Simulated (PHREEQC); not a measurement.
Solution (20 °C): 4 mol/kgw LiBr, 0.24 mol/kgw SrCl2 and 0.00035 mol/kgw H4SiO4. Closed to the air; pH follows from the charge balance.

Computed with PHREEQC (Pitzer model, pitzer.dat).

Each row changes one thing in this solution. Precipitation was switched off in this run.

```tsv
case	pH	H3SiO4- (mol/kgw)	SI of SiO2(a) (SiO2)
as made	5.46	3.64e-7	-0.05
diluted 5-fold with water	___	___	-1.32
SrCl2 from 0.24 to 0.36 mol/kgw	___	3.56e-7	___
H4SiO4 from 0.00035 to 0.000175 mol/kgw	5.60	___	-0.35
temperature from 20 to 15 °C	5.49	3.27e-7	+0.00
```

Task: Complete the blanks.

Result: 
- diluted 5-fold with water, pH: 6.65
- diluted 5-fold with water, H3SiO4- (mol/kgw): 1.27e-7
- SrCl2 from 0.24 to 0.36 mol/kgw, pH: 5.43
- SrCl2 from 0.24 to 0.36 mol/kgw, SI of SiO2(a) (SiO2): -0.04
- H4SiO4 from 0.00035 to 0.000175 mol/kgw, H3SiO4- (mol/kgw): 2.51e-7

In brines, pH and single-ion activities rest on the MacInnes convention.
